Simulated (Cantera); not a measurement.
Feed: 1 mol Ti, 6.8 mol O2, 15 mol H2, 1.5 mol CH4, at 1948.15 K and 0.000100 bar.

Cantera equilibrium calculation (NASA polynomials, part measured and part estimated; ideal gas, pure solids and liquids). Candidate condensed phases: C, C6H6, C7H8, C8H18, H2O, Ti, TiC, TiO, TiO2, Ti2O3, Ti3O5, Ti4O7; 113 gas species. Kinetics and transport are ignored.

Base state: H2O 0.470, H2 0.376, H 0.0694, CO 0.0574, CO2 0.0163, OH 0.00785, O 0.00107, TiO2 0.000817 (mole fractions); condensed: TiO2(rutile).

### Question
What changes in the equilibrium state with this change: temperature from 1948.15 K to 1850 K?

### Answer
| species | before | after |
|---|---|---|
| H2O | 0.470 | 0.487 |
| H2 | 0.376 | 0.400 |
| CO | 0.0574 | 0.0579 |
| H | 0.0694 | 0.0341 |
| CO2 | 0.0163 | 0.0176 |
| TiO2 | 0.000817 | 0.000111 |
| O2 | 0.000582 | 0.000107 |
| O | 0.00107 | 0.000199 |
| OH | 0.00785 | 0.00307 |
| TiO2(rutile), mol | 0.983 | 0.998 |
